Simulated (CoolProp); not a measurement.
Vapour-liquid equilibrium of R113 (1) + n-heptane (2) at 0.00252 MPa; x and y are mole fractions of (1).

Computed with CoolProp (multi-fluid Helmholtz-energy mixture model, Marx 1992 and Span 2003; pair parameters Bell 2016).

```json
[
 {"x": "0.05", "bubble temperature (°C)": "0.1", "y at the bubble point": "0.422", "dew temperature at overall composition x (°C)": "7.7", "liquid density (mol/L)": "7.058"},
 {"x": "0.15", "bubble temperature (°C)": "-10.3", "y at the bubble point": "0.734", "dew temperature at overall composition x (°C)": "5.9", "liquid density (mol/L)": "7.290"},
 {"x": "0.25", "bubble temperature (°C)": "-16.4", "y at the bubble point": "0.844", "dew temperature at overall composition x (°C)": "4.0", "liquid density (mol/L)": "7.494"},
 {"x": "0.35", "bubble temperature (°C)": "-20.4", "y at the bubble point": "0.896", "dew temperature at overall composition x (°C)": "1.8", "liquid density (mol/L)": "7.689"},
 {"x": "0.45", "bubble temperature (°C)": "(withheld)", "y at the bubble point": "0.926", "dew temperature at overall composition x (°C)": "-0.6", "liquid density (mol/L)": "7.881"},
 {"x": "0.55", "bubble temperature (°C)": "-25.3", "y at the bubble point": "0.946", "dew temperature at overall composition x (°C)": "-3.5", "liquid density (mol/L)": "8.075"},
 {"x": "0.65", "bubble temperature (°C)": "-27.0", "y at the bubble point": "0.960", "dew temperature at overall composition x (°C)": "-6.8", "liquid density (mol/L)": "(withheld)"},
 {"x": "0.75", "bubble temperature (°C)": "-28.4", "y at the bubble point": "0.972", "dew temperature at overall composition x (°C)": "-11.1", "liquid density (mol/L)": "(withheld)"},
 {"x": "0.85", "bubble temperature (°C)": "-29.8", "y at the bubble point": "0.983", "dew temperature at overall composition x (°C)": "-16.8", "liquid density (mol/L)": "8.697"},
 {"x": "0.95", "bubble temperature (°C)": "-31.1", "y at the bubble point": "0.994", "dew temperature at overall composition x (°C)": "-25.8", "liquid density (mol/L)": "(withheld)"}
]
```

Problem. Fill in the missing entries.

Solution. 
- 0.45, bubble temperature (°C): -23.2
- 0.65, liquid density (mol/L): 8.274
- 0.75, liquid density (mol/L): 8.481
- 0.95, liquid density (mol/L): 8.925

No azeotrope shows between x = 0.05 and 0.95.

Pair parameters are fitted to limited data, so mixtures are less certain than the pure fluids.
